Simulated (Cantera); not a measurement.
Input: 1 mol Cu₂O, 1.2 mol C, 0.13 mol H₂, 3.7 mol CH₄, equilibrated at 998.15 K and 6.40 mbar.

Equilibrium computed with Cantera from the NASA thermochemical tables; the gas is ideal and each condensed phase is pure. Candidate condensed phases: C, C₆H₆, C₇H₈, C₈H₁₈, Cu, CuO, Cu(OH)₂, Cu₂O, H₂O; 113 gas species. Rates play no part.

Task: What is the equilibrium state?

Result: 
```json
{
  "x(H₂)": "0.882",
  "x(CO)": "0.117",
  "x(CH₄)": "0.000485",
  "x(H₂O)": "0.000269",
  "x(CO₂)": "5.16e-5",
  "n(C(graphite))": "3.90 mol",
  "n(Cu(s))": "2.00 mol",
  "gas_amount": "8.523 mol",
  "log10 activity of Cu(OH)₂(s) (absent)": "-19.04"
}
```
